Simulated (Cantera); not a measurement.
Input: 1 mol Si3N4, 0.01 mol N2, equilibrated at 1700 K and 0.570 Torr.

These are equilibrium values from Cantera (NASA tables, ideal gas, pure condensed phases), not measurements of a reactor. Candidate condensed phases: Si, Si3N4; 7 gas species. The tables' values for SiN are old estimates; treat these amounts as uncertain. Rates play no part.

Base state: N2 0.999, Si 0.000893, Si2N 2.69e-5, SiN 1.49e-5 (mole fractions); condensed: Si(l).

Q: What changes in the equilibrium state with this change: temperature from 1700 K to 2250 K?

A: 
```csv
species,before,after
Si,0.000893,0.584
N2,0.999,0.405
Si2,3.91e-6,0.00770
Si3,9.86e-7,0.00110
SiN,1.49e-5,0.00157
"Si(l), mol",3.00,0
```
